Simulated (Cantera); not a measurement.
A perfectly stirred reactor is fed with H₂ : O₂ : N₂ = 0.22 : 1 : 2.9 (molar parts), equivalence ratio 0.11, at 0.00523 atm; it is held at 1150 K, and followed from long to short residence time.

Model: GRI-Mech 3.0 (53 species, 325 reactions), integrated in Cantera. Radical loss at walls, strong at low pressure, is not modelled. The temperature is held fixed by assumption; the heat of reaction is taken as removed at once.

What does this change do: O2 1 to 0.29 parts?


```json
[
 {"quantity": "x(H₂) at τ = 0.810 s", "before": "0.00119", "after": "0.00366"},
 {"quantity": "x(O₂) at τ = 0.810 s", "before": "0.217", "after": "0.0555"},
 {"quantity": "x(HO₂) at τ = 0.810 s", "before": "5.86e-7", "after": "1.99e-7"},
 {"quantity": "x(H) at τ = 0.810 s", "before": "0.00507", "after": "0.0150"},
 {"quantity": "x(OH) at τ = 0.810 s", "before": "0.00158", "after": "0.00146"},
 {"quantity": "x(H₂) at τ = 44.0 ms", "before": "0.00391", "after": "0.00770"},
 {"quantity": "x(O₂) at τ = 44.0 ms", "before": "0.214", "after": "0.0584"},
 {"quantity": "x(HO₂) at τ = 44.0 ms", "before": "6.11e-7", "after": "1.98e-7"},
 {"quantity": "x(H) at τ = 44.0 ms", "before": "0.0170", "after": "0.0285"},
 {"quantity": "x(OH) at τ = 44.0 ms", "before": "0.00249", "after": "0.00188"}
]
```

What does this change do: H2 0.22 to 0.38 parts?


```csv
quantity,before,after
x(H₂) at τ = 0.810 s,0.00119,0.00229
x(O₂) at τ = 0.810 s,0.217,0.194
x(HO₂) at τ = 0.810 s,5.86e-7,7.27e-7
x(H) at τ = 0.810 s,0.00507,0.00818
x(OH) at τ = 0.810 s,0.00158,0.00211
x(H₂) at τ = 44.0 ms,0.00391,0.00680
x(O₂) at τ = 44.0 ms,0.214,0.191
x(HO₂) at τ = 44.0 ms,6.11e-7,7.06e-7
x(H) at τ = 44.0 ms,0.0170,0.0314
x(OH) at τ = 44.0 ms,0.00249,0.00330
```
